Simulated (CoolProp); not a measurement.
Vapour-liquid equilibrium of propane (1) + n-butane (2) at 310 K; x and y are mole fractions of (1).

The numbers come from the multi-fluid Helmholtz-energy mixture model, Lemmon 2009 and Bücker 2006; pair parameters Kunz 2012 in CoolProp.

```csv
x,"bubble pressure, mixture model (MPa)","bubble pressure, Raoult's law (MPa)","y, mixture model","y, Raoult's law"
0.05,0.3868,0.3926,0.139,0.162
0.125,___,0.4621,0.303,0.344
0.2,___,0.5315,0.431,0.479
0.275,0.5768,0.6010,___,0.582
0.35,0.6427,0.6704,___,0.664
0.425,0.7097,0.7399,0.686,0.731
0.5,0.7780,0.8094,___,0.786
0.575,0.8475,0.8788,0.797,0.833
0.65,0.9184,0.9483,0.842,0.872
0.725,___,1.018,0.882,0.906
0.8,___,1.087,0.918,0.936
0.875,1.141,1.157,0.951,0.963
0.95,1.219,1.226,0.981,0.986
```

Task: Some entries are withheld; supply them.

Result: 
- 0.125, bubble pressure, mixture model (MPa): 0.4489
- 0.2, bubble pressure, mixture model (MPa): 0.5122
- 0.275, y, mixture model: 0.533
- 0.35, y, mixture model: 0.616
- 0.5, y, mixture model: 0.746
- 0.725, bubble pressure, mixture model (MPa): 0.9908
- 0.8, bubble pressure, mixture model (MPa): 1.065

The largest gap from Raoult's law is -4.1 % in bubble pressure, at x = 0.35. No azeotrope shows between x = 0.05 and 0.95.

The pair parameters rest on a limited set of measurements; away from them the model extrapolates.
